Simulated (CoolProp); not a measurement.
Vapour-liquid equilibrium of m-xylene (1) + n-decane (2) at 379.6 K; x and y are mole fractions of (1).

The numbers come from the multi-fluid Helmholtz-energy mixture model, Zhou 2012 and Lemmon 2006; pair parameters Bell 2016 in CoolProp.

```tsv
x	bubble pressure, mixture model (kPa)	bubble pressure, Raoult's law (kPa)	y, mixture model	y, Raoult's law
0.05	13.81	13.62	0.152	0.142
0.15	16.68	16.26	0.367	0.357
0.25	19.39	18.89	0.516	0.511
0.35	22.01	21.52	0.627	0.628
0.45	24.57	24.15	0.714	0.720
0.55	27.11	26.79	0.786	0.793
0.65	29.65	29.42	0.846	0.854
0.75	32.19	32.05	0.898	0.904
0.85	34.76	34.69	0.943	0.947
0.95	37.34	37.32	0.982	0.984
```

The largest gap from Raoult's law is +2.6 % in bubble pressure, at x = 0.25. No azeotrope shows between x = 0.05 and 0.95.

The pair parameters rest on a limited set of measurements; away from them the model extrapolates.
